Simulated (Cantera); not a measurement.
A Cantera script and what it prints.

```python
import numpy as np
import cantera as ct

gas_names = """
    O O2 O3 S SO SO2 SO3 S2 S2O S8
""".split()
cond_names = """
    S(cr1) S(cr2) S(L)
""".split()


# ... load() reads the species with a 1 bar reference pressure and builds the phases ...
atoms = {
    'S': {'S': 1},
    'O2': {'O': 2},
}
top_T = {}  # K; cautious upper limits of use, not melting points


# ... equilibrate(T, P, feed) seeds the gas with the atoms and calls Mixture.equilibrate('TP', solver="vcs", rtol=1e-11, max_steps=5000) ...
results = []
feed = {'S': 1, 'O2': 0.99}  # mol
T = 2948.15  # K
P = 1300  # Pa
mix = equilibrate(T, P, feed)
results.append((T, P, feed, dict(zip(mix.species_names, mix.species_moles))))
x = sorted(zip(gas.X, gas.species_names), reverse=True)
print(f"T = {T:g} K  P = {P:g} Pa  gas = {mix.phase_moles(0):.4g} mol")
print("   x: " + "  ".join(f"{s} {v:.3e}" for v, s in x if v > 0.001))
print("   condensed (mol): " + ("  ".join(f"{mix.phase(i).name} {mix.phase_moles(i):.4g}"
      for i in range(1, mix.n_phases) if mix.phase_moles(i) > 1e-12) or "none"))
```

It prints:

```
T = 2948.15 K  P = 1300 Pa  gas = 1.596 mol
   x: SO 3.074e-01  O 2.697e-01  SO2 2.259e-01  O2 1.059e-01  S 8.885e-02  S2 2.184e-03
   condensed (mol): none
```

Method: chemical equilibrium by Gibbs-energy minimisation in Cantera with the NASA 1993 tables (ideal gas, pure condensed phases).
